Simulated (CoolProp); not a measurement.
Computed with CoolProp (reference Helmholtz-energy equation of state, de Vries 1995).

### Question
Give the vapour pressure (MPa), liquid cp (kJ/(kg K)), surface tension (mN/m), liquid viscosity (µPa s) of saturated R124 at 262.6, 304.3, 314.7 K.

### Answer
```tsv
T (K)	p (MPa)	liquid cp (kJ/(kg K))	surface tension (mN/m)	liquid viscosity (µPa s)
262.6	0.107	1.06	14.0	389
304.3	0.461	1.15	8.93	231
314.7	0.619	1.18	7.73	203
```

Viscosity comes from a separate model (Bell 2016), an estimate that may be off by 10 % or more. Surface tension comes from a separate correlation (Mulero 2012).
